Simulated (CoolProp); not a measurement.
Properties of n-perfluorohexane along the isobar 0.613 MPa.

Computed with CoolProp (reference Helmholtz-energy equation of state, Gao 2022).

| T (K) | phase | density (kg/m³) | cv (kJ/(kg K)) | isothermal compressibility (1/MPa) | expansivity (1/kK) | fugacity coefficient |
|---|---|---|---|---|---|---|
| 289.5 | liquid | 1703 | 0.8399 | 0.002454 | 1.668 | 0.03339 |
| 296.6 | liquid | 1683 | 0.8500 | 0.002663 | 1.710 | 0.04592 |
| 303.8 | liquid | 1662 | 0.8601 | 0.002906 | 1.759 | 0.06214 |
| 310.9 | liquid | 1641 | 0.8698 | 0.003180 | 1.813 | 0.08218 |
| 318.1 | liquid | 1620 | 0.8795 | 0.003503 | 1.876 | 0.1072 |
| 325.2 | liquid | 1598 | 0.8889 | 0.003874 | 1.948 | 0.1371 |
| 332.4 | liquid | 1575 | 0.8982 | 0.004319 | 2.030 | 0.1733 |
| 339.6 | liquid | 1552 | 0.9075 | 0.004849 | 2.126 | 0.2159 |
| 346.7 | liquid | 1528 | 0.9164 | 0.005481 | 2.237 | 0.2646 |
| 353.9 | liquid | 1503 | 0.9254 | 0.006265 | 2.368 | 0.3214 |
| 361 | liquid | 1477 | 0.9342 | 0.007228 | 2.522 | 0.3848 |
| 368.2 | liquid | 1449 | 0.9431 | 0.008470 | 2.711 | 0.4569 |
| 375.3 | liquid | 1421 | 0.9519 | 0.01007 | 2.941 | 0.5357 |
| 382.5 | liquid | 1389 | 0.9608 | 0.01224 | 3.235 | 0.6234 |
| 389.6 | liquid | 1356 | 0.9698 | 0.01524 | 3.616 | 0.7173 |
